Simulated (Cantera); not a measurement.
A freely propagating, adiabatic, planar premixed flame of 3.84 % C₃H₈, 17.5 % O₂, 78.7 % N₂, equivalence ratio 1.1, unburnt at 325 K and 4.93 atm; mixture-averaged transport, grid criteria slope 0.08 and curve 0.16, no radiation.

Detailed kinetics in Cantera: GRI-Mech 3.0 (53 species, 325 reactions). GRI-Mech 3.0 was tuned for natural gas; its chemistry of propane as a main component is partial and can be far from experiment. Burning velocities carry a grid error of a few per cent, more on coarse grids.

x: mole fraction of selected species; z is measured from the peak of heat release.

```
z (mm)   T (K)  u (m/s)    x C₃H₈      x O₂    x NO₂     x CH₄   x H₂O₂    x C₂H₄
-------  -----  -------  --------  --------  -------  --------  -------  --------
-0.368     325    0.240    0.0384     0.174    <1e-8   9.75e-7  4.51e-8   4.30e-7
-0.245     328    0.242    0.0383     0.174  1.22e-8   1.03e-5  5.39e-7   7.41e-6
-0.184     341    0.252    0.0382     0.173  7.20e-8   4.71e-5  2.65e-6   4.81e-5
-0.123     429    0.320    0.0375     0.165  6.25e-7  0.000297  1.69e-5  0.000531
-0.0613    ___    0.673       ___       ___      ___       ___      ___       ___
-0.0307    ___     1.01       ___       ___      ___       ___      ___       ___
0         1686     1.34  0.000261    0.0372  4.96e-8   0.00178  2.48e-6   0.00292
0.0307    1867     1.48   4.53e-8    0.0152  1.45e-8  0.000206  6.76e-7   8.32e-5
0.0613    1933     1.52     <1e-8   0.00790  1.38e-8   1.06e-5  5.06e-7   8.35e-7
0.123     1997     1.56     <1e-8   0.00393  1.20e-8   3.58e-8  3.31e-7     <1e-8
0.245     2049     1.60     <1e-8   0.00186    <1e-8     <1e-8  1.84e-7     <1e-8
0.491     2083     1.62     <1e-8  0.000701    <1e-8     <1e-8  8.37e-8     <1e-8
0.981     2099     1.64     <1e-8  0.000216    <1e-8     <1e-8  3.03e-8     <1e-8
```

What belongs in the gaps?


- -0.0613, T (K): 879
- -0.0613, x C₃H₈: 0.0272
- -0.0613, x O₂: 0.122
- -0.0613, x NO₂: 2.04e-6
- -0.0613, x CH₄: 0.00155
- -0.0613, x H₂O₂: 5.83e-5
- -0.0613, x C₂H₄: 0.00447
- -0.0307, T (K): 1289
- -0.0307, x C₃H₈: 0.0109
- -0.0307, x O₂: 0.0803
- -0.0307, x NO₂: 7.54e-7
- -0.0307, x CH₄: 0.00261
- -0.0307, x H₂O₂: 4.55e-5
- -0.0307, x C₂H₄: 0.00769
